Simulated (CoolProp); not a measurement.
A closed Brayton cycle with carbon dioxide: compressor inlet 332.15 K and 8.5 MPa, high pressure 25.4 MPa, turbine inlet 625 K, compressor efficiency 0.8, turbine efficiency 0.85, recuperator effectiveness 0.8 (on enthalpy, no pinch check). Each further row changes one setting.

The numbers come from the reference Helmholtz-energy equation of state, Span 1996 in CoolProp.

```
case                           thermal efficiency (%)  net work (kJ/kg)  compressor to turbine work  compressor exit (K)  turbine exit (K)
-----------------------------  ----------------------  ----------------  --------------------------  -------------------  ----------------
as stated                                        15.6              29.5                        0.69                430.3             517.5
turbine inlet 575 K                                 …              18.7                           …                430.3             471.2
compressor inlet 342.15 K                        12.8              22.7                        0.76                446.4             517.5
high pressure 21.6 MPa                           16.2              28.8                        0.65                415.2                 …
recuperator effectiveness 0.5                    13.5              29.5                        0.69                430.3             517.5
```

Problem. Fill in the missing entries.

Solution. 
- turbine inlet 575 K, thermal efficiency (%): 11.2
- turbine inlet 575 K, compressor to turbine work: 0.78
- high pressure 21.6 MPa, turbine exit (K): 533.2
